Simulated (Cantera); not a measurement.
A freely propagating, adiabatic, planar premixed flame of CH₄ : O₂ : N₂ : CO₂ = 1 : 2.13 : 8 : 0.26 (molar parts), equivalence ratio 0.94, unburnt at 473 K and 225 Torr; mixture-averaged transport, grid criteria slope 0.08 and curve 0.16, no radiation.

Detailed kinetics in Cantera: GRI-Mech 3.0 (53 species, 325 reactions). Burning velocities carry a grid error of a few per cent, more on coarse grids.

x: mole fraction of selected species; z is measured from the peak of heat release.

```csv
z (mm),T (K),u (m/s),x CH₄,x O₂,x CO₂,x CH₂CO,x HCN,x CH₂O
-3.36,473,0.941,0.0877,0.187,0.0228,<1e-8,<1e-8,1.10e-8
-2.24,474,0.943,0.0876,0.187,0.0228,<1e-8,<1e-8,3.68e-7
-1.68,477,0.952,0.0872,0.186,0.0228,<1e-8,<1e-8,3.48e-6
-1.12,516,1.03,0.0844,0.183,0.0227,1.77e-7,1.21e-8,4.83e-5
-0.560,864,1.76,0.0626,0.156,0.0252,9.44e-6,2.62e-7,0.000434
-0.280,[?],2.59,[?],[?],[?],[?],[?],[?]
0,1631,3.38,0.00859,0.0713,0.0420,6.46e-5,1.65e-6,0.000661
0.280,1774,3.68,[?],[?],[?],[?],[?],[?]
0.560,1808,3.74,2.92e-5,0.0357,0.0640,4.80e-7,5.59e-7,5.22e-6
1.12,1841,3.79,7.36e-8,0.0310,0.0740,<1e-8,7.01e-8,1.40e-8
2.24,1886,3.87,<1e-8,0.0287,0.0794,<1e-8,<1e-8,<1e-8
4.48,1945,3.97,<1e-8,0.0266,0.0824,<1e-8,<1e-8,<1e-8
8.95,2015,4.10,<1e-8,0.0241,0.0859,<1e-8,<1e-8,<1e-8
```

Q: What belongs in the gaps?

A: 
- -0.280, T (K): 1260
- -0.280, x CH₄: 0.0349
- -0.280, x O₂: 0.117
- -0.280, x CO₂: 0.0312
- -0.280, x CH₂CO: 4.73e-5
- -0.280, x HCN: 7.84e-7
- -0.280, x CH₂O: 0.000856
- 0.280, x CH₄: 0.000701
- 0.280, x O₂: 0.0449
- 0.280, x CO₂: 0.0543
- 0.280, x CH₂CO: 1.12e-5
- 0.280, x HCN: 1.38e-6
- 0.280, x CH₂O: 0.000107
